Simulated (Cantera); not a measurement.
Adiabatic ignition

An adiabatic, constant-volume homogeneous reactor starts with 9.28 % CH4, 0.705 % CO, 18.9 % O2, 71.1 % N2, at 1575 K and 6750 Torr.

Model: GRI-Mech 3.0 (53 species, 325 reactions), integrated in Cantera. Above 3000 K some thermodynamic fits are extrapolated.

```
t (s)     T (K)  P (bar)   x CH4     x CO    x O2    x NO2    x HO2   x H2O2     x CH2
--------  -----  -------  ------  -------  ------  -------  -------  -------  --------
6.00e-6    1575     9.00  0.0928  0.00705   0.189   <1e-12  6.20e-6  2.51e-7  5.64e-11
1.23e-5    1575     9.00  0.0927  0.00705   0.189   <1e-12  8.81e-6  3.79e-7  3.72e-10
2.54e-5    1577     9.01  0.0922  0.00706   0.189   <1e-12  1.42e-5  6.46e-7   1.87e-9
5.22e-5    1587     9.07  0.0901  0.00731   0.188   <1e-12  3.75e-5  2.10e-6   8.33e-9
0.000107   3139     18.7  <1e-12   0.0442  0.0214  2.86e-6  2.45e-5  1.96e-6  1.12e-12
0.000221   3118     18.6  <1e-12   0.0449  0.0176  9.70e-6  2.04e-5  1.73e-6  1.09e-12
0.000455   3118     18.6  <1e-12   0.0449  0.0176  9.78e-6  2.04e-5  1.73e-6  1.09e-12
0.000935   3118     18.6  <1e-12   0.0449  0.0176  9.78e-6  2.04e-5  1.73e-6  1.09e-12
0.00192    3118     18.6  <1e-12   0.0449  0.0176  9.78e-6  2.04e-5  1.73e-6  1.09e-12
0.00396    3118     18.6  <1e-12   0.0449  0.0176  9.78e-6  2.04e-5  1.73e-6  1.09e-12
0.00814    3118     18.6  <1e-12   0.0449  0.0176  9.78e-6  2.04e-5  1.73e-6  1.09e-12
0.0168     3118     18.6  <1e-12   0.0449  0.0176  9.78e-6  2.04e-5  1.73e-6  1.09e-12
0.0345     3118     18.6  <1e-12   0.0449  0.0176  9.78e-6  2.04e-5  1.73e-6  1.09e-12
0.0709     3118     18.6  <1e-12   0.0449  0.0176  9.78e-6  2.04e-5  1.73e-6  1.09e-12
0.146      3118     18.6  <1e-12   0.0449  0.0176  9.78e-6  2.04e-5  1.73e-6  1.09e-12
0.300      3118     18.6  <1e-12   0.0449  0.0176  9.78e-6  2.04e-5  1.73e-6  1.09e-12
```
x: mole fraction; the columns are a selection and need not sum to one.

```yaml
time_of_steepest_temperature_rise: 97.9 µs
temperature at 0.300 s: 3118 K
equilibrium_temperature: 3118 K
x(CH4) at 0.300 s: <1e-12 (gas-phase equilibrium <1e-12)
x(CO) at 0.300 s: 0.0449 (gas-phase equilibrium 0.0449)
x(O2) at 0.300 s: 0.0176 (gas-phase equilibrium 0.0176)
```
